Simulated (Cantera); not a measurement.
A Cantera script and its output.

```python
import numpy as np
import cantera as ct

gas = ct.Solution("gri30.yaml")
gas.TPX = 1098, 130, {'H2': 0.021, 'O2': 1}
reactor = ct.IdealGasConstPressureReactor(gas, energy="off", clone=False)
net = ct.ReactorNet([reactor])
net.rtol, net.atol = 1e-08, 1e-18
show = ['H2', 'O2', 'H2O', 'OH', 'H2O2', 'HO2', 'O']
times = np.geomspace(0.0004, 50, 9)

steps = ct.SolutionArray(gas, extra=["t"])
rows = []
print(f"{'t/s':>10s}{'T/K':>9s}{'P/Pa':>11s}" + "".join(f"{s:>11s}" for s in show))
for t in times:
    while net.time < t:
        t_next = net.step()
        steps.append(gas.state, t=t_next)
    rows.append([np.interp(t, steps.t, y) for y in (steps.T, steps.P, *steps(*show).X.T)])
    print(f"{t:10.3e}{rows[-1][0]:9.1f}{rows[-1][1]:11.4g}" + "".join(f"{x:11.3e}" for x in rows[-1][2:]))
rate = np.gradient(steps.T, steps.t)
print("integrator steps:", len(steps.t))
if steps.T.max() > steps.T[0] + 200:
    print(f"time of steepest temperature rise: {steps.t[rate.argmax()]:.4e} s")
gas.TPX = 1098, 130, {'H2': 0.021, 'O2': 1}
gas.equilibrate("TP")
print(f"equilibrium (TP): T = {gas.T:.1f} K  " + "  ".join(f"{s} {gas[s].X[0]:.3e}" for s in show))
```

Result:

```
       t/s      T/K       P/Pa         H2         O2        H2O         OH       H2O2        HO2          O
 4.000e-04   1098.0        130  2.057e-02  9.794e-01  1.390e-12  1.923e-11  1.080e-15  8.740e-11  2.004e-11
 1.734e-03   1098.0        130  2.057e-02  9.794e-01  7.455e-11  2.156e-10  2.028e-14  3.791e-10  2.557e-10
 7.521e-03   1098.0        130  2.057e-02  9.794e-01  3.318e-09  2.457e-09  3.806e-13  1.645e-09  3.810e-09
 3.261e-02   1098.0        130  2.056e-02  9.794e-01  2.781e-06  1.329e-06  7.480e-12  8.717e-09  2.221e-06
 1.414e-01   1098.0        130  2.063e-04  9.618e-01  1.860e-02  1.186e-03  4.271e-09  2.622e-07  1.586e-02
 6.132e-01   1098.0        130  1.565e-04  9.631e-01  1.893e-02  1.060e-03  3.705e-09  2.452e-07  1.481e-02
 2.659e+00   1098.0        130  1.136e-04  9.678e-01  1.949e-02  9.046e-04  3.825e-09  2.201e-07  1.050e-02
 1.153e+01   1098.0        130  3.867e-05  9.754e-01  2.032e-02  5.297e-04  3.792e-09  1.430e-07  3.465e-03
 5.000e+01   1098.0        130  4.419e-06  9.787e-01  2.068e-02  1.796e-04  2.594e-09  4.549e-08  3.918e-04
integrator steps: 1028
equilibrium (TP): T = 1098.0 K  H2 7.353e-10  O2 9.792e-01  H2O 2.078e-02  OH 2.330e-06  H2O2 6.558e-12  HO2 1.067e-09  O 6.555e-08
```

Detailed kinetics in Cantera: GRI-Mech 3.0 (53 species, 325 reactions). Radical loss at walls, strong at low pressure, is not modelled.
